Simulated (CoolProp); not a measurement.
Saturation properties of sulfur dioxide.

Computed with CoolProp (reference Helmholtz-energy equation of state, Gao 2016).

| T (°C) | p (kPa) | liquid density (kg/m³) | vapour density (kg/m³) | enthalpy of vaporisation (kJ/kg) | surface tension (mN/m) |
|---|---|---|---|---|---|
| 60.45 | 1115 | 1260 | 29.89 | 316.2 | 14.9 |
| 65.15 | 1258 | 1244 | 33.70 | 310.1 | 14.0 |
| 69.85 | 1414 | 1229 | 37.90 | 303.8 | 13.1 |
| 74.65 | 1587 | 1212 | 42.64 | 297.2 | 12.2 |
| 79.35 | 1772 | 1195 | 47.76 | 290.4 | 11.3 |
| 84.15 | 1977 | 1177 | 53.53 | 283.2 | 10.4 |
| 88.85 | 2195 | 1159 | 59.77 | 275.8 | 9.54 |
| 93.55 | 2429 | 1140 | 66.66 | 268.1 | 8.68 |
| 98.35 | 2687 | 1120 | 74.46 | 259.8 | 7.80 |
| 103.05 | 2959 | 1100 | 82.94 | 251.3 | 6.95 |
| 107.85 | 3257 | 1078 | 92.59 | 242.1 | 6.09 |
| 112.55 | 3570 | 1055 | 103.2 | 232.5 | 5.25 |
| 117.25 | 3905 | 1031 | 115.0 | 222.2 | 4.43 |
| 122.05 | 4271 | 1005 | 128.8 | 210.9 | 3.59 |
| 126.75 | 4654 | 976.9 | 144.2 | 198.9 | 2.79 |

It boils at -10.0 °C under 1 atm.

Surface tension comes from a separate correlation (Mulero 2012).
